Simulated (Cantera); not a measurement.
Cantera run, input and output.

```python
import numpy as np
import cantera as ct

gas = ct.Solution("gri30.yaml")
gas.TPX = 1748, 110, {'C2H4': 7.7, 'H2': 15}
reactor = ct.IdealGasConstPressureReactor(gas, energy="off", clone=False)
net = ct.ReactorNet([reactor])
net.rtol, net.atol = 1e-08, 1e-18
show = ['C2H4', 'H2', 'CH2', 'CH4', 'H']
times = np.geomspace(3e-06, 1, 14)

steps = ct.SolutionArray(gas, extra=["t"])
rows = []
print(f"{'t/s':>10s}{'T/K':>9s}{'P/Pa':>11s}" + "".join(f"{s:>11s}" for s in show))
for t in times:
    while net.time < t:
        t_next = net.step()
        steps.append(gas.state, t=t_next)
    rows.append([np.interp(t, steps.t, y) for y in (steps.T, steps.P, *steps(*show).X.T)])
    print(f"{t:10.3e}{rows[-1][0]:9.1f}{rows[-1][1]:11.4g}" + "".join(f"{x:11.3e}" for x in rows[-1][2:]))
rate = np.gradient(steps.T, steps.t)
print("integrator steps:", len(steps.t))
if steps.T.max() > steps.T[0] + 200:
    print(f"time of steepest temperature rise: {steps.t[rate.argmax()]:.4e} s")
gas.TPX = 1748, 110, {'C2H4': 7.7, 'H2': 15}
gas.equilibrate("TP")
print(f"equilibrium (TP): T = {gas.T:.1f} K  " + "  ".join(f"{s} {gas[s].X[0]:.3e}" for s in show))
```

Result:

```
       t/s      T/K       P/Pa       C2H4         H2        CH2        CH4          H
 3.000e-06   1748.0        110  3.392e-01  6.608e-01  3.714e-15  1.046e-15  4.392e-09
 7.979e-06   1748.0        110  3.392e-01  6.608e-01  2.726e-14  7.327e-15  1.149e-08
 2.122e-05   1748.0        110  3.392e-01  6.608e-01  1.991e-13  5.146e-14  2.939e-08
 5.645e-05   1748.0        110  3.391e-01  6.608e-01  1.374e-12  3.698e-13  7.247e-08
 1.501e-04   1748.0        110  3.389e-01  6.609e-01  8.827e-12  3.046e-12  1.756e-07
 3.993e-04   1748.0        110  3.385e-01  6.610e-01  5.405e-11  3.721e-11  4.415e-07
 1.062e-03   1748.0        110  3.372e-01  6.613e-01  3.053e-10  6.325e-10  1.151e-06
 2.825e-03   1748.0        110  3.340e-01  6.621e-01  1.402e-09  8.927e-09  3.046e-06
 7.513e-03   1748.0        110  3.253e-01  6.643e-01  4.771e-09  7.854e-08  8.111e-06
 1.998e-02   1748.0        110  3.025e-01  6.701e-01  1.275e-08  4.675e-07  2.128e-05
 5.315e-02   1748.0        110  2.459e-01  6.844e-01  2.420e-08  2.233e-06  4.886e-05
 1.414e-01   1748.0        110  1.373e-01  7.119e-01  2.063e-08  7.369e-06  7.669e-05
 3.760e-01   1748.0        110  2.853e-02  7.394e-01  6.627e-09  1.395e-05  1.229e-04
 1.000e+00   1748.0        110  7.458e-05  7.462e-01  2.465e-10  1.636e-05  5.191e-04
integrator steps: 595
equilibrium (TP): T = 1748.0 K  C2H4 6.928e-06  H2 7.415e-01  CH2 4.288e-08  CH4 3.031e-05  H 5.974e-03
```

Cantera simulation using GRI-Mech 3.0 (53 species, 325 reactions); the numbers are that mechanism's predictions, not measurements. GRI-Mech 3.0 was tuned for natural gas; its chemistry of ethylene as a main component is partial and can be far from experiment. GRI-Mech 3.0 stops at C3 and has no aromatics, soot or wall deposition, so with more carbon than oxygen in the feed, carbon stays in small species such as C2H2 where larger ones or solid carbon would form. Radical loss at walls, strong at low pressure, is not modelled.
